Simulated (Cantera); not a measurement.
**Thermodynamics of boron, boron nitride and boron oxide, feed B2O3 + H2O**

A closed system holds: 1 mol B2O3, 2 mol H2O, at 1148.15 K and 750 Torr.

These are equilibrium values from Cantera (NASA tables, ideal gas, pure condensed phases), not measurements of a reactor. Candidate condensed phases: B, B2O3, B3O3H3, H2O; 23 gas species. Gases not in the tables: H3BO3. The numbers say what is thermodynamically allowed, not how fast it happens.

```json
{
 "x(H2O)": "0.986",
 "x((HBO2)3)": "0.0140",
 "x(HBO2)": "0.000381",
 "x(H2)": "3.25e-6",
 "x(O2)": "1.56e-6",
 "n(B2O3(l))": "0.958 mol",
 "gas_amount": "1.986 mol",
 "log10 activity of B(s) (absent)": "-18.09",
 "log10 activity of B3O3H3(s) (absent)": "-32.33"
}
```
